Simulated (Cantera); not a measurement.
Charge: 1 mol Al(CH3)3, 1.9 mol N2, 75 mol H2, equilibrated at 7500 Pa.

Equilibrium computed with Cantera from the NASA thermochemical tables; the gas is ideal and each condensed phase is pure. Candidate condensed phases: Al, AlN, C, C6H6, C7H8, C8H18; 97 gas species. The feed counts by its element totals alone. Equilibrium is a limit: real reactors are often held back by kinetics, nucleation or transport.

### Question
Which condensed phases are stable at each of these points (T (K)): 1223, 1298, 1373, 1448, 1523, 1598, 1673, 1748, 1823, 1898, 1973, 2048, 2123, 2198?

### Answer
| T (K) | condensed phases | Al condensed (%) |
|---|---|---|
| 1223 | AlN(s) + C(graphite) | 100.0 |
| 1298 | AlN(s) + C(graphite) | 100.0 |
| 1373 | AlN(s) + C(graphite) | 100.0 |
| 1448 | AlN(s) + C(graphite) | 100.0 |
| 1523 | AlN(s) + C(graphite) | 100.0 |
| 1598 | AlN(s) + C(graphite) | 100.0 |
| 1673 | AlN(s) + C(graphite) | 100.0 |
| 1748 | AlN(s) + C(graphite) | 99.7 |
| 1823 | AlN(s) + C(graphite) | 98.3 |
| 1898 | AlN(s) + C(graphite) | 91.2 |
| 1973 | AlN(s) + C(graphite) | 61.5 |
| 2048 | C(graphite) | 0.0 |
| 2123 | C(graphite) | 0.0 |
| 2198 | C(graphite) | 0.0 |

From 1223 K to 1973 K the condensed part is AlN(s) + C(graphite). From 2048 K to 2198 K the condensed part is C(graphite).
